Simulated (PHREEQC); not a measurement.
Make-up at 25 °C: 0.13 mol ZnSO4, 0.00026 mol H3BO3 and 8.4e-05 mol HCl per kg of water. Closed to the air; pH follows from the charge balance.

Equilibrium calculation in PHREEQC: ion-association model, phreeqc.dat.

```tsv
quantity	before	after
ionic strength (mol/kgw)	0.257	0.0613
H2BO3- (mol/kgw)	7.38e-9	4.05e-9
```

Problem. Which change was made?
A. H3BO3 replaced by Cu(BF4)2 at the same molality
B. diluted 10-fold with water
C. diluted 5-fold with water
D. temperature from 25 to 55 °C
E. HCl from 8.4e-05 to 8.4e-06 mol/kgw

Solution. C, diluted 5-fold with water

This is a speciation only: nothing precipitates in the calculation.
